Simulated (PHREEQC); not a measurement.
Solution (25 °C): 0.0054 mol/kgw MgCl2, 0.015 mol/kgw CO2 and 0.00071 mol/kgw NaCl. Closed to the air; pH follows from the charge balance.

Model: Pitzer model, pitzer.dat, run in PHREEQC.

```yaml
pH: 4.08
ionic_strength: 0.0170 mol/kgw
specific_conductance: 1350 µS/cm
osmotic_coefficient: 0.961
```

| species | molality | activity | log γ |
|---|---|---|---|
| CO2 | 0.0149 | 0.0149 | 0.001 |
| Cl- | 0.0115 | 0.0101 | -0.057 |
| Mg+2 | 0.00540 | 0.00331 | -0.213 |
| Na+ | 0.000710 | 0.000626 | -0.055 |
| H+ | 9.40e-5 | 8.29e-5 | -0.055 |
| HCO3- | 9.40e-5 | 8.20e-5 | -0.059 |

No solid was allowed to form. Species that the database lacks are ignored.
